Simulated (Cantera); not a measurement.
A closed system holds: 1 mol SiHCl3, 16 mol NH3, at 1598.15 K.

Cantera equilibrium calculation (NASA polynomials, part measured and part estimated; ideal gas, pure solids and liquids). Candidate condensed phases: NH4Cl, Si, Si3N4; 28 gas species. The tables' values for SiCl, SiCl3 are old estimates; treat these amounts as uncertain. Rates play no part.

x: gas mole fraction; n: condensed amount in mol.

| P (Pa) | x H2 | x N2 | x HCl | x SiCl2 | x H | n Si(s) | n Si3N4(s) |
|---|---|---|---|---|---|---|---|
| 5 | 0.686 | 0.234 | 0.0558 | 0.0156 | … | 0.389 | 0 |
| 15 | 0.689 | 0.235 | 0.0561 | 0.0157 | … | 0.435 | 0 |
| 45 | 0.690 | 0.235 | 0.0562 | 0.0158 | … | 0.451 | 0 |
| 140 | 0.697 | 0.228 | 0.0578 | 0.0155 | … | 0 | 0.158 |
| 410 | 0.695 | 0.225 | 0.0679 | 0.0105 | … | 0 | 0.214 |
| 1200 | 0.693 | 0.223 | 0.0762 | 0.00654 | … | 0 | 0.259 |
| 3700 | 0.692 | 0.222 | 0.0822 | 0.00362 | … | 0 | 0.292 |
| 11000 | 0.691 | 0.221 | 0.0857 | 0.00191 | … | 0 | 0.311 |
| 33000 | 0.691 | 0.221 | 0.0876 | 0.000962 | … | 0 | 0.321 |
| 100000 | 0.690 | 0.220 | 0.0886 | 0.000470 | … | 0 | 0.327 |

Q: What belongs in the gaps?

A: 
- 5, x H: 0.00624
- 15, x H: 0.00361
- 45, x H: 0.00209
- 140, x H: 0.00119
- 410, x H: 0.000694
- 1200, x H: 0.000405
- 3700, x H: 0.000231
- 11000, x H: 0.000134
- 33000, x H: 7.71e-5
- 100000, x H: 4.43e-5
